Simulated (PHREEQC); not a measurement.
Dissolve 33 mmol/kgw HBr and 0.14 mmol/kgw FeCl3 at 25 °C. Closed to the air; pH follows from the charge balance.

Model: ion-association model, wateq4f.dat, run in PHREEQC.

Q: The ionic strength comes out as 0.0338 mol/kgw. What activity coefficients do Fe+3, Cl-, Br-, FeOH+2, H+ get?

A: Fe+3 0.28, Cl- 0.84, Br- 0.84, FeOH+2 0.52, H+ 0.87.

This is a speciation only: nothing precipitates in the calculation. Saturation is exceeded, for instance for Hematite (slow to form), Goethite (slow to form); the values hold only as long as no solid forms.
